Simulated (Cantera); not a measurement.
Gas-phase reforming

An isothermal, constant-pressure homogeneous reactor starts with 59.5 % CH₄, 31.0 % H₂O, 9.52 % H₂, at 1298 K and 135 Torr.

Detailed kinetics in Cantera: GRI-Mech 3.0 (53 species, 325 reactions). GRI-Mech 3.0 stops at C3 and has no aromatics, soot or wall deposition, so with more carbon than oxygen in the feed, carbon stays in small species such as C2H2 where larger ones or solid carbon would form.

```json
[
 {"t (s)": "0.000100", "x CH₄": "0.595", "x H₂O": "0.310", "x H₂": "0.0952", "x HO₂": "<1e-12", "x OH": "6.55e-11"},
 {"t (s)": "0.000359", "x CH₄": "0.595", "x H₂O": "0.310", "x H₂": "0.0952", "x HO₂": "<1e-12", "x OH": "2.24e-10"},
 {"t (s)": "0.00129", "x CH₄": "0.595", "x H₂O": "0.310", "x H₂": "0.0952", "x HO₂": "<1e-12", "x OH": "7.88e-10"},
 {"t (s)": "0.00464", "x CH₄": "0.595", "x H₂O": "0.310", "x H₂": "0.0952", "x HO₂": "<1e-12", "x OH": "2.52e-9"},
 {"t (s)": "0.0167", "x CH₄": "0.595", "x H₂O": "0.310", "x H₂": "0.0953", "x HO₂": "<1e-12", "x OH": "4.51e-9"},
 {"t (s)": "0.0599", "x CH₄": "0.595", "x H₂O": "0.310", "x H₂": "0.0953", "x HO₂": "<1e-12", "x OH": "5.35e-9"},
 {"t (s)": "0.215", "x CH₄": "0.595", "x H₂O": "0.310", "x H₂": "0.0955", "x HO₂": "<1e-12", "x OH": "7.09e-9"},
 {"t (s)": "0.774", "x CH₄": "0.593", "x H₂O": "0.309", "x H₂": "0.0966", "x HO₂": "<1e-12", "x OH": "8.72e-9"},
 {"t (s)": "2.78", "x CH₄": "0.587", "x H₂O": "0.308", "x H₂": "0.102", "x HO₂": "<1e-12", "x OH": "8.82e-9"},
 {"t (s)": "10.0", "x CH₄": "0.564", "x H₂O": "0.304", "x H₂": "0.122", "x HO₂": "<1e-12", "x OH": "8.56e-9"}
]
```
x: mole fraction; the columns are a selection and need not sum to one.

Equilibrium at this temperature and pressure: CH₄ 0.128, H₂O 9.95e-7, H₂ 0.667, HO₂ <1e-12, OH <1e-12 (gas phase only).
